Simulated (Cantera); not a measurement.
An adiabatic, constant-pressure homogeneous reactor starts with C₃H₈ : O₂ : N₂ = 1 : 4.17 : 15.7 (molar parts), at 1300 K and 15.0 bar.

Model: GRI-Mech 3.0 (53 species, 325 reactions), integrated in Cantera. GRI-Mech 3.0 was tuned for natural gas; its chemistry of propane as a main component is partial and can be far from experiment. The pressure lies above the range GRI-Mech 3.0 was tuned for (to about 10 atm).

Problem. Predict: time of steepest temperature rise; temperature at 0.800 s; equilibrium temperature; x(O₂) at 0.800 s; x(O) at 0.800 s; x(NO) at 0.800 s; x(NO₂) at 0.800 s.

Solution. 
```
Property                                                              Result
---------------------------------  -----------------------------------------
time of steepest temperature rise                                   0.239 ms
temperature at 0.800 s                                                2872 K
equilibrium temperature                                               2872 K
x(O₂) at 0.800 s                     0.00284 (gas-phase equilibrium 0.00284)
x(O) at 0.800 s                    0.000989 (gas-phase equilibrium 0.000989)
x(NO) at 0.800 s                     0.00440 (gas-phase equilibrium 0.00440)
x(NO₂) at 0.800 s                    1.26e-6 (gas-phase equilibrium 1.26e-6)
```
